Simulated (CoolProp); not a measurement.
Vapour-liquid equilibrium of isobutane (1) + n-butane (2) at 5.56 bar; x and y are mole fractions of (1).

Values from CoolProp's multi-fluid Helmholtz-energy mixture model, Bücker 2006 and Bücker 2006; pair parameters Kunz 2012.

```
x     bubble temperature, mixture model (K)  bubble temperature, Raoult's law (K)  y, mixture model  y, Raoult's law
----  -------------------------------------  ------------------------------------  ----------------  ---------------
0.05                                  326.9                                 326.9             0.064            0.067
0.2                                   324.8                                 324.8             0.247            0.256
0.35                                  322.8                                 322.7             0.414            0.427
0.5                                   320.9                                 320.8             0.568            0.581
0.65                                  319.0                                 318.9             0.710            0.721
0.8                                   317.2                                 317.2             0.841            0.848
0.95                                  315.5                                 315.5             0.962            0.964
```

The largest gap from Raoult's law is +0.1 K in bubble temperature, at x = 0.5. No azeotrope shows between x = 0.05 and 0.95.

The pair parameters rest on a limited set of measurements; away from them the model extrapolates.
